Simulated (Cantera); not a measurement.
Input (Python, Cantera) and output of one run.

```python
import numpy as np
import cantera as ct

gas_names = """
    CL CL2 H HCL H2 Mg MgCL MgCL2 MgH MgN Mg2 N NH NH2 NH3 N2 N2H2 N2H4
""".split()
cond_names = """
    Mg(cr) Mg(L) MgCL2(s) MgCL2(L) NH4CL(a) NH4CL(b)
""".split()


# ... load() reads the species with a 1 bar reference pressure and builds the phases ...
atoms = {
    'MgCl2': {'Mg': 1, 'CL': 2},
    'HCl': {'H': 1, 'CL': 1},
    'N2': {'N': 2},
}
top_T = {}  # K; cautious upper limits of use, not melting points


# ... equilibrate(T, P, feed) seeds the gas with the atoms and calls Mixture.equilibrate('TP', solver="vcs", rtol=1e-11, max_steps=5000) ...
results = []
feed = {'MgCl2': 1, 'HCl': 1.5, 'N2': 2.3}  # mol
P = 0.73  # Pa
for T in [900, 1050, 1200, 1350, 1500, 1650, 1800, 1950]:
    mix = equilibrate(T, P, feed)
    results.append((T, P, feed, dict(zip(mix.species_names, mix.species_moles))))

top = {s: max(r[3][s] / sum(r[3][g] for g in gas_names) for r in results) for s in gas_names}
cols = sorted((s for s in top if top[s] > 1e-05), key=lambda s: -top[s])[:8]
seen = [c for c in cond_names if any(r[3].get(c, 0) > 1e-12 for r in results)]
print("log10 of partial pressures in bar; condensed amounts in mol")
print(f"{'T/K':>10s}" + "".join(f"{s[:9]:>10s}" for s in cols + seen))
for T, P, feed, n in results:
    ng = sum(n[g] for g in gas_names)
    print(f"{T:10.4g}" + "".join(f"{np.log10(max(n[s] / ng * P / 1e5, 1e-99)):10.3f}" for s in cols)
          + "".join(f"{n.get(c, 0):10.4g}" for c in seen))
```

It prints:

```
log10 of partial pressures in bar; condensed amounts in mol
       T/K        N2        CL       HCL     MgCL2        Mg         H        H2      MgCL
       900    -5.456   -10.292    -5.642    -5.818   -19.934   -15.225   -10.585   -16.486
      1050    -5.456    -9.082    -5.642    -5.818   -15.839   -12.782    -9.382   -13.804
      1200    -5.456    -8.173    -5.643    -5.818   -12.768   -10.942    -8.474   -11.796
      1350    -5.457    -7.465    -5.649    -5.819   -10.378    -9.509    -7.772   -10.236
      1500    -5.460    -6.897    -5.669    -5.823    -8.474    -8.375    -7.241    -8.996
      1650    -5.475    -6.374    -5.712    -5.866    -7.069    -7.527    -6.971    -8.080
      1800    -5.539    -5.865    -5.803    -6.143    -6.288    -6.947    -7.001    -7.633
      1950    -5.627    -5.606    -6.023    -7.124    -6.028    -6.424    -6.967    -7.830
```

These are equilibrium values from Cantera (NASA tables, ideal gas, pure condensed phases), not measurements of a reactor.
